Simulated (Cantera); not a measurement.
Feed: 1 mol Si2Cl6, 0.022 mol Cl2, a varied amount of H2, at 1025 K and 80000 Pa.

Equilibrium computed with Cantera from the NASA thermochemical tables; the gas is ideal and each condensed phase is pure. Candidate condensed phases: Si; 19 gas species. The feed counts by its element totals alone. Rates play no part.

Task: What share of the Si ends up in condensed phases as a function of n(H2) (mol), at 89, 120, 150, 200, 260, 340, 450, 590, 770?

Result: 
| n(H2) (mol) | Si condensed (%) | as |
|---|---|---|
| 89 | 22.0 | Si(s) |
| 120 | 23.6 | Si(s) |
| 150 | 25.2 | Si(s) |
| 200 | 27.7 | Si(s) |
| 260 | 30.5 | Si(s) |
| 340 | 34.0 | Si(s) |
| 450 | 38.4 | Si(s) |
| 590 | 43.3 | Si(s) |
| 770 | 48.8 | Si(s) |
